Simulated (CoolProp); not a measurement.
Saturation properties of dimethyl carbonate (Tc = 283.9 °C, pc = 4.909 MPa, ω = 0.346).

Computed with CoolProp (reference Helmholtz-energy equation of state, Zhou 2011).

| T (°C) | p (MPa) | vapour density (kg/m³) | enthalpy of vaporisation (kJ/kg) | liquid cp (kJ/(kg K)) | surface tension (mN/m) |
|---|---|---|---|---|---|
| 115.75 | 0.2153 | 6.316 | 357.2 | 2.027 | 15.6 |
| 120.65 | 0.2455 | 7.148 | 353.5 | 2.041 | 15.0 |
| 125.45 | 0.2781 | 8.044 | 349.8 | 2.055 | 14.4 |
| 130.35 | 0.3147 | 9.048 | 346.0 | 2.070 | 13.8 |
| 135.25 | 0.3549 | 10.15 | 342.1 | 2.085 | 13.1 |
| 140.15 | 0.3990 | 11.35 | 338.1 | 2.101 | 12.5 |
| 144.95 | 0.4461 | 12.64 | 334.1 | 2.116 | 12.0 |
| 149.85 | 0.4985 | 14.07 | 330.0 | 2.133 | 11.4 |
| 154.75 | 0.5555 | 15.62 | 325.8 | 2.150 | 10.8 |
| 159.55 | 0.6160 | 17.28 | 321.5 | 2.167 | 10.3 |
| 164.45 | 0.6828 | 19.12 | 317.1 | 2.185 | 9.70 |
| 169.35 | 0.7549 | 21.11 | 312.5 | 2.203 | 9.15 |
| 174.25 | 0.8327 | 23.28 | 307.9 | 2.223 | 8.61 |
| 179.05 | 0.9147 | 25.58 | 303.1 | 2.243 | 8.09 |
| 183.95 | 1.005 | 28.12 | 298.2 | 2.265 | 7.57 |

It boils at 90.1 °C under 1 atm.

Surface tension comes from a separate correlation (Mulero 2014).
